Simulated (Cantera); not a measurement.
Feed: 1 mol B, 0.017 mol H2O, 0.22 mol H2, equilibrated at 1398.15 K and 1 atm.

Cantera equilibrium calculation (NASA polynomials, part measured and part estimated; ideal gas, pure solids and liquids). Candidate condensed phases: B, B2O3, B3O3H3, H2O; 23 gas species. Mutual solubility and eutectic melting of coexisting phases are not modelled. Equilibrium is a limit: real reactors are often held back by kinetics, nucleation or transport.

Base state: H2 0.992, B3O3H3 0.00693, HBO 0.00108, HBO2 2.11e-5, B2O2 1.18e-5 (mole fractions); condensed: B(s) + B2O3(l).

Problem. What changes in the equilibrium state with this change: temperature from 1398.15 K to 923 K?

Solution. 
| species | before | after |
|---|---|---|
| H2 | 0.992 | 0.995 |
| B3O3H3 | 0.00693 | 0.00549 |
| HBO | 0.00108 | 1.10e-7 |
| HBO2 | 2.11e-5 | <1e-9 |
| B2O2 | 1.18e-5 | <1e-9 |
| B(s), mol | 0.987 | 0.987 |
| B2O3(l), mol | 0.00394 | 0.00437 |
